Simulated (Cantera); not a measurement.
Charge: 1 mol toluene, 0.076 mol CO2, 2 mol N2, equilibrated at 1.33 mbar.

Cantera equilibrium calculation (NASA polynomials, part measured and part estimated; ideal gas, pure solids and liquids). Candidate condensed phases: C, C6H6, C7H8, C8H18, H2O; 136 gas species. Equilibrium is a limit: real reactors are often held back by kinetics, nucleation or transport.

x: gas mole fraction; n: condensed amount in mol.

```tsv
T (°C)	x H2	x N2	x CO	x H	x HCN	x HNC	x C2H2 (acetylene)	n C(graphite)
802	0.650	0.325	0.0247	3.24e-7	…	1.79e-8	4.89e-9	6.92
877	0.650	0.325	0.0247	1.65e-6	…	7.36e-8	2.51e-8	6.92
952	0.650	0.325	0.0247	6.88e-6	…	2.54e-7	1.06e-7	6.92
1027	0.650	0.325	0.0247	2.44e-5	…	7.59e-7	3.75e-7	6.92
1102	0.650	0.325	0.0247	7.57e-5	…	2.01e-6	1.16e-6	6.92
1177	0.650	0.325	0.0247	0.000209	…	4.81e-6	3.17e-6	6.92
1252	0.649	0.325	0.0247	0.000522	…	1.06e-5	7.85e-6	6.92
1327	0.649	0.324	0.0247	0.00120	…	2.15e-5	1.78e-5	6.92
1402	0.647	0.324	0.0247	0.00256	…	4.10e-5	3.76e-5	6.91
```

Complete the blanks.


- 802, x HCN: 7.29e-6
- 877, x HCN: 1.92e-5
- 952, x HCN: 4.49e-5
- 1027, x HCN: 9.52e-5
- 1102, x HCN: 0.000186
- 1177, x HCN: 0.000337
- 1252, x HCN: 0.000577
- 1327, x HCN: 0.000939
- 1402, x HCN: 0.00146
